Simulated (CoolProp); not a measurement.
Vapour-liquid equilibrium of nitrogen (1) + carbon monoxide (2) at 0.875 MPa; x and y are mole fractions of (1).

The numbers come from the multi-fluid Helmholtz-energy mixture model, Span 2000 and Lemmon 2006; pair parameters Gernert 2013 in CoolProp.

Question: Give the bubble temperature and the first vapour's composition at x = 0.125, 0.275, 0.95. Is there an azeotrope?

Answer: x = 0.125: 106.0 K, y = 0.160; x = 0.275: 105.1 K, y = 0.336; x = 0.95: 101.9 K, y = 0.959. No azeotrope shows between x = 0.05 and 0.95.

The pair parameters rest on a limited set of measurements; away from them the model extrapolates.
